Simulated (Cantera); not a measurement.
**Calcination and drying: CsOH + H2**

Charge: 1 mol CsOH, 0.041 mol H2, equilibrated at 823.15 K.

These are equilibrium values from Cantera (NASA tables, ideal gas, pure condensed phases), not measurements of a reactor. Candidate condensed phases: Cs, CsOH, H2O; 15 gas species. Rates play no part.

From 0.000100 bar to 0.000680 bar nothing is condensed. From 0.00460 bar to 10.0 bar the condensed part is CsOH(l). The main Cs-bearing gas is CsOH at 0.000100 bar and Cs2(OH)2 at 10.0 bar.

```json
[
 {"P (Pa)": "10", "x H2": "0.0198", "x CsOH": "0.861", "x Cs2(OH)2": "0.0379", "x H2O": "0.0406", "x Cs": "0.0406", "x Cs2": "3.78e-8", "n CsOH(l)": "0"},
 {"P (Pa)": "68", "x H2": "0.0330", "x CsOH": "0.729", "x Cs2(OH)2": "0.185", "x H2O": "0.0263", "x Cs": "0.0263", "x Cs2": "1.08e-7", "n CsOH(l)": "0"},
 {"P (Pa)": "460", "x H2": "0.277", "x CsOH": "0.367", "x Cs2(OH)2": "0.317", "x H2O": "0.0197", "x Cs": "0.0197", "x Cs2": "4.09e-7", "n CsOH(l)": "0.854"},
 {"P (Pa)": "3200", "x H2": "0.889", "x CsOH": "0.0528", "x Cs2(OH)2": "0.0456", "x H2O": "0.00615", "x Cs": "0.00615", "x Cs2": "2.78e-7", "n CsOH(l)": "0.993"},
 {"P (Pa)": "22000", "x H2": "0.983", "x CsOH": "0.00767", "x Cs2(OH)2": "0.00663", "x H2O": "0.00148", "x Cs": "0.00148", "x Cs2": "1.11e-7", "n CsOH(l)": "0.999"},
 {"P (Pa)": "150000", "x H2": "0.997", "x CsOH": "0.00113", "x Cs2(OH)2": "0.000972", "x H2O": "0.000353", "x Cs": "0.000353", "x Cs2": "4.30e-8", "n CsOH(l)": "1.000"},
 {"P (Pa)": "1000000", "x H2": "1.000", "x CsOH": "0.000169", "x Cs2(OH)2": "0.000146", "x H2O": "8.52e-5", "x Cs": "8.51e-5", "x Cs2": "1.67e-8", "n CsOH(l)": "1.000"}
]
```
x: gas mole fraction; n: condensed amount in mol.
